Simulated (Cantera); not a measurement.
Fluorocarbon and chlorocarbon gases: CHF3 + CH4

A closed system holds: 1 mol CHF3, 0.032 mol CH4, equilibrated at 3325 K and 0.170 bar.

Equilibrium computed with Cantera from the NASA thermochemical tables; the gas is ideal and each condensed phase is pure. Candidate condensed phases: C, C6H6, C7H8, C8H18; 95 gas species. Equilibrium is a limit: real reactors are often held back by kinetics, nucleation or transport.

```yaml
x(F): 0.438
x(HF): 0.362
x(CF): 0.0926
x(CF2): 0.0462
x(C3): 0.0412
x(H): 0.00777
x(C): 0.00484
x(C2): 0.00447
x(C5): 0.00183
n(C(graphite)): 0.156 mol
gas_amount: 3.044 mol
```
